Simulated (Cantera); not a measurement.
Input: 1 mol Ti(OiPr)4, 0.18 mol CH4, 1.3 mol H2, a varied amount of H2O, equilibrated at 1.00 bar.

Method: chemical equilibrium by Gibbs-energy minimisation in Cantera with the NASA 1993 tables (ideal gas, pure condensed phases). Candidate condensed phases: C, C6H6, C7H8, C8H18, H2O, Ti, TiC, TiO, TiO2, Ti2O3, Ti3O5, Ti4O7; 113 gas species. The feed counts by its element totals alone. Mutual solubility and eutectic melting of coexisting phases are not modelled. TiC: taken at fixed stoichiometry. Condensed phases not in the tables: Magnéli phases beyond Ti4O7. Gases not in the tables: TiO(OH)2. Kinetics and transport are ignored.

Stable condensed phases, one row left out:

```
T in K \ n(H2O) in mol
           3 4.1 5.2 6.3 7.3 8.4 9.5  11  12  13  14  15  16
   1873    A   A   A   A   B   B   B   C   D   D   D   E   E
   1773    A   A   A   A   B   B   B   D   D   E   E   E   E
   1673    A   A   A   A   B   B   B   D   E   E   E   E   E
   1473    F   F   F   F   F   F   F   E   E   E   E   E   E
   1373    F   F   F   G   G   G   G   E   E   E   E   E   E
   1273    H   H   H   H   H   H   H   E   E   E   E   E   E
   1173    H   H   H   H   H   H   H   E   E   E   E   E   E
   1073    H   H   H   H   H   H   H   E   E   E   E   E   E
```

A: C + TiC; B: TiC + Ti2O3; C: Ti3O5; D: Ti4O7; E: TiO2; F: C + Ti3O5; G: C + Ti4O7; H: C + TiO2.

Question: Give the row for 1573 K.

Answer: 3: C + TiC; 4.1: C + TiC; 5.2: C + TiC; 6.3: C + TiC; 7.3: TiC + Ti3O5; 8.4: TiC + Ti2O3 + Ti3O5; 9.5: TiC + Ti2O3; 11: TiO2; 12: TiO2; 13: TiO2; 14: TiO2; 15: TiO2; 16: TiO2.
